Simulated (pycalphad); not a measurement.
All values are pycalphad results on the COST 507 light-alloy database (1999) (1 atm), not direct measurements. These are 1990s assessments: newer ones move some temperatures and phases. Kinetics are ignored, which matters at the lower temperatures.

Molar enthalpy of Ti-0.92Hf-3.11B (at.%) in equilibrium (SER reference):

```
T (°C)  H (kJ/mol)       phases
------  ----------  -----------
2577        108.36       LIQUID
2457        102.86       LIQUID
2337         97.36       LIQUID
2217         91.87       LIQUID
2097         86.37       LIQUID
1977         80.87       LIQUID
1857         75.38       LIQUID
1737         69.88       LIQUID
1657         66.22       LIQUID
1617         64.39       LIQUID
1537         45.45  BCC_A2 + BM
1497         44.03  BCC_A2 + BM
1377         39.91  BCC_A2 + BM
1257         35.95  BCC_A2 + BM
1137         32.15  BCC_A2 + BM
1017         28.48  BCC_A2 + BM
897          24.90  BCC_A2 + BM
777          17.07  HCP_A3 + BM
657          13.16  HCP_A3 + BM
537           9.39  HCP_A3 + BM
417           5.75  HCP_A3 + BM
297           2.25  HCP_A3 + BM
```

Cooling from 1617 °C to 1537 °C, across the freezing range, releases 18.9 kJ/mol, or 395 J/g. The slope is 46 J/(mol K) in the liquid and 35 J/(mol K) just below the solidus, where it includes any heat of precipitation. Liquidus 1602 °C, solidus 1541 °C. Changes were sought between steps of 40 K, so a narrower field can be missed.

Database names, with the compositions (at.%) that they take in these runs: BM: Ti 50 B 50. BCC_A2 is bcc; HCP_A3 is hcp.
